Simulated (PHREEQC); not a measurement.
2.3 g of hydrous ferric oxide (600 m²/g; 0.2 weak and 0.005 strong sites per Fe, Dzombak-Morel constants, diffuse double layer) in 1 kg of water with 0.3 mol/kgw of an inert sodium salt and 0.31 mmol/kgw SrCl2, at 25 °C; the pH is set by adding NaOH or the inert anion's acid. Oxygen is held at 0.21 atm. CO2 from the air is kept out. No solid was allowed to form.

Base run: PHREEQC, ion-association model, wateq4f.dat. Each further column changes one thing. The table gives surface charge σ (C/m²).

```csv
pH,base,background salt from 0.3 to 0.03 mol/kgw,oxide from 2.3 to 12 g/kgw,0.017 mol/kgw H3BO3 added
3,0.368,0.352,0.368,0.368
4.33,0.331,0.237,0.332,0.329
5.67,0.191,0.099,0.192,0.188
7,0.067,0.029,0.067,0.066
8.33,-0.007,-0.003,-0.010,-0.007
9.67,-0.088,-0.039,-0.098,-0.089
11,-0.218,-0.123,-0.239,-0.220
```

The oxide is taken as insoluble; below pH 4 it would dissolve.
